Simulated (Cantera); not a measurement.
**Premixed flame**

A freely propagating, adiabatic, planar premixed flame of 11.4 % CH₃OH, 21.6 % O₂, 67.0 % N₂, equivalence ratio 0.79, unburnt at 350 K and 0.740 bar; mixture-averaged transport, grid criteria slope 0.08 and curve 0.16, no radiation.

Cantera simulation using GRI-Mech 3.0 (53 species, 325 reactions); the numbers are that mechanism's predictions, not measurements. GRI-Mech 3.0 was tuned for natural gas; its chemistry of methanol as a main component is partial and can be far from experiment. Burning velocities carry a grid error of a few per cent, more on coarse grids.

```tsv
z (mm)	T (K)	u (m/s)	x CH₃OH	x O₂	x HCO	x CO₂	x CH₂	x O
-1.35	350	0.507	0.114	0.216	<1e-8	2.70e-7	<1e-8	<1e-8
-0.903	352	0.510	0.113	0.215	<1e-8	5.28e-6	<1e-8	<1e-8
-0.677	360	0.523	0.113	0.214	<1e-8	4.32e-5	<1e-8	<1e-8
-0.451	427	0.626	0.109	0.208	<1e-8	0.000593	<1e-8	<1e-8
-0.226	821	1.24	0.0811	0.173	1.08e-8	0.00692	<1e-8	2.15e-8
-0.113	1218	1.89	0.0444	0.136	5.95e-6	0.0166	2.63e-8	5.49e-6
0	1633	2.59	0.00551	0.0957	0.000149	0.0328	3.09e-6	0.000610
0.113	1768	2.81	2.92e-5	0.0726	9.80e-6	0.0517	4.31e-7	0.00371
0.226	1820	2.87	3.90e-8	0.0624	9.11e-8	0.0662	<1e-8	0.00513
0.451	1895	2.97	<1e-8	0.0554	2.45e-8	0.0809	<1e-8	0.00516
0.903	1985	3.09	<1e-8	0.0511	1.03e-8	0.0895	<1e-8	0.00404
1.81	2073	3.21	<1e-8	0.0480	<1e-8	0.0945	<1e-8	0.00258
3.61	2143	3.30	<1e-8	0.0456	<1e-8	0.0990	<1e-8	0.00147
```
x: mole fraction of selected species; z is measured from the peak of heat release.

| Quantity | Value |
|---|---|
| laminar burning velocity | 50.6 cm/s |
| thermal thickness | 0.451 mm |
| peak x(HCO) | 0.000149 |
| peak x(CH₂) | 3.42e-6 |
| peak x(O) | 0.00533 |
| grid points | 135 |
